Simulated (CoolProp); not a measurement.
Vapour-liquid equilibrium of C2F6 (R116) (1) + R134a (2) at -43.35 °C; x and y are mole fractions of (1).

Values from CoolProp's multi-fluid Helmholtz-energy mixture model, Lemmon 2006 and Tillner-Roth 1994; pair parameters Bell 2016.

```json
[
 {"x": "0.05", "bubble pressure (kPa)": "130.9", "y at the bubble point": "___", "dew pressure at overall composition x (kPa)": "45.08", "liquid density (mol/L)": "13.78"},
 {"x": "0.15", "bubble pressure (kPa)": "253.3", "y at the bubble point": "0.839", "dew pressure at overall composition x (kPa)": "50.38", "liquid density (mol/L)": "13.36"},
 {"x": "0.25", "bubble pressure (kPa)": "322.7", "y at the bubble point": "0.878", "dew pressure at overall composition x (kPa)": "57.07", "liquid density (mol/L)": "12.95"},
 {"x": "0.35", "bubble pressure (kPa)": "359.8", "y at the bubble point": "0.894", "dew pressure at overall composition x (kPa)": "___", "liquid density (mol/L)": "12.55"},
 {"x": "0.45", "bubble pressure (kPa)": "379.9", "y at the bubble point": "0.903", "dew pressure at overall composition x (kPa)": "___", "liquid density (mol/L)": "___"},
 {"x": "0.55", "bubble pressure (kPa)": "393.1", "y at the bubble point": "0.909", "dew pressure at overall composition x (kPa)": "94.66", "liquid density (mol/L)": "11.78"},
 {"x": "0.65", "bubble pressure (kPa)": "405.7", "y at the bubble point": "0.916", "dew pressure at overall composition x (kPa)": "121.1", "liquid density (mol/L)": "11.42"},
 {"x": "0.75", "bubble pressure (kPa)": "421.0", "y at the bubble point": "0.927", "dew pressure at overall composition x (kPa)": "167.9", "liquid density (mol/L)": "11.09"},
 {"x": "0.85", "bubble pressure (kPa)": "440.8", "y at the bubble point": "0.945", "dew pressure at overall composition x (kPa)": "270.6", "liquid density (mol/L)": "10.79"},
 {"x": "0.95", "bubble pressure (kPa)": "465.0", "y at the bubble point": "0.976", "dew pressure at overall composition x (kPa)": "445.6", "liquid density (mol/L)": "10.52"}
]
```

Task: What belongs in the gaps?

Result: 
- 0.05, y at the bubble point: 0.677
- 0.35, dew pressure at overall composition x (kPa): 65.80
- 0.45, dew pressure at overall composition x (kPa): 77.64
- 0.45, liquid density (mol/L): 12.16

No azeotrope shows between x = 0.05 and 0.95.

The pair parameters rest on a limited set of measurements; away from them the model extrapolates. With so large a gap from Raoult's law the liquid may split in two, which this calculation doesn't test in full.
